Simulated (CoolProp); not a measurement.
Nitrous oxide along the isobar 2200 kPa: fugacity coefficient from the reference equation and from simpler models built on Tc = 36.4 °C, pc = 7245 kPa, ω = 0.161; each cubic takes its own stable root.

Computed with CoolProp (reference Helmholtz-energy equation of state, Lemmon 2006). It is a short technical equation, of lower accuracy than the large ones.

```
T (°C)  phase  reference  van der Waals  Soave-Redlich-Kwong  Peng-Robinson
------  -----  ---------  -------------  -------------------  -------------
15.75     gas     0.8714         0.8941               0.8738         0.8632
19.65     gas     0.8768         0.8975               0.8790         0.8684
23.45     gas     0.8817         0.9006               0.8837         0.8732
27.35     gas     0.8866         0.9037               0.8884         0.8779
31.25     gas     0.8911         0.9067               0.8928         0.8825
35.05     gas     0.8954         0.9094               0.8970         0.8867
38.95     gas     0.8995         0.9122               0.9010         0.8908
42.85     gas     0.9034         0.9148               0.9049         0.8948
46.65     gas     0.9070         0.9173               0.9085         0.8984
50.55     gas     0.9106         0.9197               0.9120         0.9021
54.35     gas     0.9139         0.9220               0.9153         0.9054
58.25     gas     0.9171         0.9242               0.9185         0.9088
62.15     gas     0.9202         0.9264               0.9217         0.9120
65.95     gas     0.9231         0.9284               0.9245         0.9150
69.85     gas     0.9259         0.9305               0.9274         0.9179
```
